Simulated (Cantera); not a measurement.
Feed: 1 mol AlN, 3 mol H2O, 2.6 mol N2, at 1973 K and 29.0 Pa.

Cantera equilibrium calculation (NASA polynomials, part measured and part estimated; ideal gas, pure solids and liquids). Candidate condensed phases: Al, AlN, Al2O3, H2O; 35 gas species. Equilibrium is a limit: real reactors are often held back by kinetics, nucleation or transport.

Base state: N2 0.497, H2O 0.236, H2 0.225, H 0.0376, OH 0.00374, O 0.000460, O2 0.000209, NO 0.000178 (mole fractions); condensed: Al2O3(s).

What changes in the equilibrium state with this change: H2O from 3 to 0.12 mol?


| species | before | after |
|---|---|---|
| N2 | 0.497 | 0.752 |
| Al | 6.71e-8 | 0.184 |
| Al2O | <1e-9 | 0.0291 |
| H2O | 0.236 | 3.60e-7 |
| H2 | 0.225 | 0.0230 |
| H | 0.0376 | 0.0120 |
| OH | 0.00374 | 1.78e-8 |
| O2 | 0.000209 | <1e-9 |
| Al2O3(s), mol | 0.500 | 0 |
The tables' values for AlOH are old estimates; treat these amounts as uncertain.

What changes in the equilibrium state with this change: pressure from 29.0 Pa to 1.10 mbar?


```csv
species,before,after
N2,0.497,0.503
H2O,0.236,0.241
H2,0.225,0.235
H,0.0376,0.0197
O2,0.000209,5.28e-5
O,0.000460,0.000119
NO,0.000178,8.99e-5
OH,0.00374,0.00192
"Al2O3(s), mol",0.500,0.500
```
